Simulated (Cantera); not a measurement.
What does this Cantera script print?

```python
import numpy as np
import cantera as ct

gas_names = """
    Electron AL AL+ AL- ALH ALO ALO+ ALO- ALOH ALOH+ ALOH- ALO2 ALO2- ALO2H AL2 AL2O AL2O+ AL2O2 AL2O2+
    H H+ H- HALO HO2 H2 H2+ H2- H2O H2O+ H2O2 H3O+ O O+ O- OH OH+ OH- O2 O2+ O2- O3
""".split()
cond_names = """
    AL(cr) AL(L) AL2O3(a) AL2O3(L) H2O(s) H2O(L)
""".split()


# ... load() reads the species with a 1 bar reference pressure and builds the phases ...
atoms = {
    'Al2O3': {'AL': 2, 'O': 3},
    'H2': {'H': 2},
}
top_T = {}  # K; cautious upper limits of use, not melting points


# ... equilibrate(T, P, feed) seeds the gas with the atoms and calls Mixture.equilibrate('TP', solver="vcs", rtol=1e-11, max_steps=5000) ...
results = []
feed = {'Al2O3': 1, 'H2': 5.9}  # mol
P = 133.322  # Pa
for T in [2500, 2750, 3000, 3250, 3500, 3750, 4000, 4250, 4500, 4750, 5000]:
    mix = equilibrate(T, P, feed)
    results.append((T, P, feed, dict(zip(mix.species_names, mix.species_moles))))

top = {s: max(r[3][s] / sum(r[3][g] for g in gas_names) for r in results) for s in gas_names}
cols = sorted((s for s in top if top[s] > 0.001), key=lambda s: -top[s])[:8]
seen = [c for c in cond_names if any(r[3].get(c, 0) > 1e-12 for r in results)]
print("log10 of partial pressures in bar; condensed amounts in mol")
print(f"{'T/K':>10s}" + "".join(f"{s[:9]:>10s}" for s in cols + seen))
for T, P, feed, n in results:
    ng = sum(n[g] for g in gas_names)
    print(f"{T:10.4g}" + "".join(f"{np.log10(max(n[s] / ng * P / 1e5, 1e-99)):10.3f}" for s in cols)
          + "".join(f"{n.get(c, 0):10.4g}" for c in seen))
```

It prints:

```
log10 of partial pressures in bar; condensed amounts in mol
       T/K         H        H2         O        AL       AL+  Electron       ALO        OH  AL2O3(L)
      2500    -3.202    -3.205    -5.318    -4.641    -7.557    -7.593    -5.288    -5.139    0.8798
      2750    -3.089    -3.848    -3.882    -4.039    -6.638    -6.712    -4.227    -4.443   0.01815
      3000    -3.042    -4.480    -3.684    -3.850    -6.073    -6.080    -4.652    -4.909         0
      3250    -3.033    -5.078    -3.638    -3.816    -5.630    -5.630    -5.259    -5.459         0
      3500    -3.031    -5.605    -3.629    -3.819    -5.260    -5.260    -5.838    -5.968         0
      3750    -3.033    -6.067    -3.628    -3.836    -4.945    -4.945    -6.361    -6.420         0
      4000    -3.036    -6.476    -3.631    -3.870    -4.675    -4.675    -6.839    -6.821         0
      4250    -3.040    -6.842    -3.635    -3.925    -4.448    -4.448    -7.289    -7.180         0
      4500    -3.047    -7.171    -3.641    -4.010    -4.263    -4.263    -7.726    -7.504         0
      4750    -3.054    -7.469    -3.649    -4.133    -4.119    -4.119    -8.165    -7.798         0
      5000    -3.061    -7.739    -3.656    -4.297    -4.015    -4.015    -8.614    -8.064         0
```

Method: chemical equilibrium by Gibbs-energy minimisation in Cantera with the NASA 1993 tables (ideal gas, pure condensed phases). The tables' values for AlOH are old estimates; treat these amounts as uncertain.
